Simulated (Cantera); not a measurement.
Feed: 1 mol MgO, 2.3 mol Cl2, 3.8 mol SiCl4, held at 948.15 K and 20000 Pa.

Method: chemical equilibrium by Gibbs-energy minimisation in Cantera with the NASA 1993 tables (ideal gas, pure condensed phases). Candidate condensed phases: Mg, MgCl2, MgO, MgSiO3, Mg2SiO4, Si, SiO2; 20 gas species. Condensed phases not in the tables: alloys, solid solutions and most ternary compounds. Equilibrium is a limit: real reactors are often held back by kinetics, nucleation or transport.

Base state: SiCl4 0.589, Cl2 0.410, Cl 0.000246, MgCl2 0.000216 (mole fractions); condensed: MgCl2(s) + SiO2(β-quartz).

What changes in the equilibrium state with this change: MgO replaced by TiO2?


```csv
species,before,after
SiCl4,0.589,0.459
Cl2,0.410,0.377
TiCl4,0,0.164
MgCl2,0.000216,0
Cl,0.000246,0.000236
"MgCl2(s), mol",0.999,0
"SiO2(β-quartz), mol",0.500,1.00
```
Further candidate phases: Ti, TiCl2, TiCl3, TiCl4, TiO, TiO2, Ti2O3, Ti3O5, Ti4O7.
